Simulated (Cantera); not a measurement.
Mixture: CH4 : O2 : N2 = 1 : 2.11 : 11.4 (molar parts), at 100000 Pa, adiabatic and at constant volume. Ignition delay is the time to a rise of 400 K.

Computed with Cantera and GRI-Mech 3.0 (53 species, 325 reactions).

Predict: delay at 1448 K; delay at 1523 K; delay at 1598 K; delay at 1673 K; delay at 1748 K; apparent activation energy between 1598 and 1748 K.


```json
{
 "delay at 1448 K": "2.57 ms",
 "delay at 1523 K": "1.18 ms",
 "delay at 1598 K": "0.586 ms",
 "delay at 1673 K": "0.318 ms",
 "delay at 1748 K": "0.186 ms",
 "apparent activation energy between 1598 and 1748 K": "180 kJ/mol"
}
```
